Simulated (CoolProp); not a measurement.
Vapour-liquid equilibrium of isobutane (1) + n-butane (2) at 36.5 kPa; x and y are mole fractions of (1).

Values from CoolProp's multi-fluid Helmholtz-energy mixture model, Bücker 2006 and Bücker 2006; pair parameters Kunz 2012.

Problem. Give the bubble temperature and the first vapour's composition at x = 0.425, 0.65, 0.875. Is there an azeotrope?

Solution. x = 0.425: -29.8 °C, y = 0.547; x = 0.65: -32.0 °C, y = 0.753; x = 0.875: -34.1 °C, y = 0.920. No azeotrope shows between x = 0.05 and 0.95.

The pair parameters rest on a limited set of measurements; away from them the model extrapolates.
